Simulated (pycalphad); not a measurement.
An equivalent pycalphad script:

```python
from pycalphad import Database, equilibrium, calculate, variables as v
import numpy as np
db = Database('COST507.tdb')
comps = ['SN', 'SI', 'VA']
phases = ['BCT_A5', 'DIAMOND_A4', 'LIQUID']
eq = equilibrium(db, comps, phases, {v.X('SI'): 0.0075, v.T: np.arange(1400, 499, -50), v.P: 101325, v.N: 1}, output=['HM', 'SM'])
```

Computed with pycalphad from the COST 507 light-alloy database (1999), at 1 atm. The database dates from 1999; later assessments differ in places, in temperatures and in the compounds included. Phase fractions are per mole of atoms.

Results at three of the temperatures:

```
T = 950.00 K, P = 101325 Pa, N = 1 mol of atoms
G = -67402 J/mol, H = 25831 J/mol, S = 98.14 J/(mol K)  (SER reference)
chemical potentials (J/mol): Sn -67699, Si -28049
phase             fraction      x(Sn)      x(Si)
LIQUID              0.9946     0.9979     0.0021
DIAMOND_A4          0.0054    4.4e-07     1.0000
```

```
T = 800.00 K, P = 101325 Pa, N = 1 mol of atoms
G = -53051 J/mol, H = 21428 J/mol, S = 93.10 J/(mol K)  (SER reference)
chemical potentials (J/mol): Sn -53290, Si -21475
phase             fraction      x(Sn)      x(Si)
LIQUID              0.9928     0.9997   0.000333
DIAMOND_A4          0.0072   4.22e-07     1.0000
```

```
T = 500.00 K, P = 101325 Pa, N = 1 mol of atoms
G = -27056 J/mol, H = 5804 J/mol, S = 65.72 J/(mol K)  (SER reference)
chemical potentials (J/mol): Sn -27180, Si -10615
phase             fraction      x(Sn)      x(Si)
BCT_A5              0.9925     1.0000       none
DIAMOND_A4          0.0075   3.12e-09     1.0000
```

Changes of the phase set, refined by bisection:

| T (K) | phases above | phases below |
|---|---|---|
| 1085.2 | LIQUID | DIAMOND_A4 + LIQUID |
| 505.0 | DIAMOND_A4 + LIQUID | BCT_A5 + DIAMOND_A4 |

DIAMOND_A4 is diamond (Si); BCT_A5 is bct (Sn). An entry "none" or "no" means that the model of the phase leaves that element out.
